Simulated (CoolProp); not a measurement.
Model: reference Helmholtz-energy equation of state, Tillner-Roth 1994, in CoolProp.

Task: Give the vapour pressure (bar), vapour density (kg/m³), surface tension (mN/m) of saturated R134a at -0.25 °C.

Result: 
| T (°C) | p (bar) | vapour density (kg/m³) | surface tension (mN/m) |
|---|---|---|---|
| -0.25 | 2.90 | 14.3 | 11.5 |

Surface tension comes from a separate correlation (Mulero 2012).
